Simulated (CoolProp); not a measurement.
A closed Brayton cycle with carbon dioxide: compressor inlet 327.15 K and 7.7 MPa, high pressure 23.9 MPa, turbine inlet 800 K, compressor efficiency 0.89, turbine efficiency 0.93, recuperator effectiveness 0.95 (on enthalpy, no pinch check). Each further row changes one setting.

Model: reference Helmholtz-energy equation of state, Span 1996, in CoolProp.

```csv
case,thermal efficiency (%),net work (kJ/kg),compressor to turbine work,compressor exit (K),turbine exit (K)
as stated,36.2,84.8,0.42,425.9,664.2
turbine inlet 750 K,33.5,74.1,0.45,425.9,619.2
compressor inlet 337.15 K,34.8,78.6,0.46,440.9,664.2
high pressure 20.3 MPa,36.2,76.0,0.40,411.2,683.2
recuperator effectiveness 0.5,23.8,84.8,0.42,425.9,664.2
```
